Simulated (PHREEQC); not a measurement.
Solution (45 °C): 0.22 mol HF, 6.4e-05 mol KF and 0.0006 mol H4SiO4 per kg of water. Closed to the air; pH follows from the charge balance.

Equilibrium calculation in PHREEQC: ion-association model, wateq4f.dat.

The pH is 1.95 and the ionic strength comes out as 0.0130 mol/kgw. The total alkalinity comes out as -220 meq/kg.

```csv
species,molality,activity,log γ
HF,0.147,0.148,0.001
H2F2,0.0268,0.0269,0.001
H+,0.0124,0.0111,-0.045
F-,0.00688,0.00608,-0.053
HF2-,0.00434,0.00384,-0.053
SiF6-2,0.000600,0.000376,-0.203
K+,6.40e-5,5.66e-5,-0.053
```

Precipitation was switched off in this run. Complexes and solids missing from the database can't appear. wateq4f.dat counts part of the HF as a dimer, H2F2, which phreeqc.dat doesn't know; its constant is uncertain. Constants without temperature data keep their 25 °C values here. SiF6-2 is the database's only silicon fluoride.
